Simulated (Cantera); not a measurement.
Charge: 1 mol SiO2, 250 mol H2, 0.042 mol H2O, at 1330 Pa.

Cantera equilibrium calculation (NASA polynomials, part measured and part estimated; ideal gas, pure solids and liquids). Candidate condensed phases: H2O, Si, SiO2; 18 gas species. The tables hold silica as quartz up to 1696 K and as liquid above; real silica turns to tridymite and cristobalite and melts near 1996 K. The numbers say what is thermodynamically allowed, not how fast it happens.

Q: Which condensed phases are stable at each of these points (T (K)): 1200, 1250, 1300, 1350, 1400, 1450, 1500, 1550, 1600, 1650, 1700, 1750?

A: 
```csv
T (K),condensed phases,Si condensed (%)
1200,SiO2(β-quartz),100.0
1250,SiO2(β-quartz),100.0
1300,SiO2(β-quartz),100.0
1350,SiO2(β-quartz),99.9
1400,SiO2(β-quartz),99.3
1450,SiO2(β-quartz),97.4
1500,SiO2(β-quartz),92.9
1550,SiO2(β-quartz),83.9
1600,SiO2(β-quartz),67.4
1650,SiO2(β-quartz),38.0
1700,gas only,0.0
1750,gas only,0.0
```

From 1200 K to 1650 K the condensed part is SiO2(β-quartz). From 1700 K to 1750 K nothing is condensed.
